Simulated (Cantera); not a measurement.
A perfectly stirred reactor is fed with CH4 : N2 = 1 : 65 (molar parts), at 1.00 bar; it is held at 1775 K, and followed from long to short residence time.

Computed with Cantera and GRI-Mech 3.0 (53 species, 325 reactions). GRI-Mech 3.0 stops at C3 and has no aromatics, soot or wall deposition, so with more carbon than oxygen in the feed, carbon stays in small species such as C2H2 where larger ones or solid carbon would form.

### Question
Predict: x(CH4) at τ = 3.50 s; x(C2H4) at τ = 3.50 s; x(CH3) at τ = 3.50 s; x(H2) at τ = 3.50 s; x(C2H) at τ = 3.50 s; x(CH4) at τ = 24.0 ms; x(C2H4) at τ = 24.0 ms; x(CH3) at τ = 24.0 ms; x(H2) at τ = 24.0 ms; x(C2H) at τ = 24.0 ms.

### Answer
x(CH4) at τ = 3.50 s: 0.000458
x(C2H4) at τ = 3.50 s: 5.21e-6
x(CH3) at τ = 3.50 s: 1.78e-5
x(H2) at τ = 3.50 s: 0.0217
x(C2H) at τ = 3.50 s: 1.09e-7
x(CH4) at τ = 24.0 ms: 0.00498
x(C2H4) at τ = 24.0 ms: 0.000114
x(CH3) at τ = 24.0 ms: 0.000183
x(H2) at τ = 24.0 ms: 0.0147
x(C2H) at τ = 24.0 ms: 7.36e-8
